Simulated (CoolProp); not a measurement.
A closed Brayton cycle with carbon dioxide: compressor inlet 314.15 K and 9.2 MPa, high pressure 28.9 MPa, turbine inlet 685 K, compressor efficiency 0.8, turbine efficiency 0.85, recuperator effectiveness 0 (on enthalpy, no pinch check). Each further row changes one setting.

Values from CoolProp's reference Helmholtz-energy equation of state, Span 1996.

| case | thermal efficiency (%) | net work (kJ/kg) | compressor to turbine work | compressor exit (K) | turbine exit (K) |
|---|---|---|---|---|---|
| as stated | 15.1 | 71.0 | 0.36 | 368.9 | 567.3 |
| turbine inlet 635 K | 14.8 | 60.2 | 0.40 | 368.9 | 521.3 |
| compressor inlet 324.15 K | 13.8 | 53.2 | 0.52 | 412.1 | 567.3 |
| high pressure 24.6 MPa | 13.5 | 65.0 | 0.34 | 360.4 | 583.6 |
| recuperator effectiveness 0.5 | 20.3 | 71.0 | 0.36 | 368.9 | 567.3 |
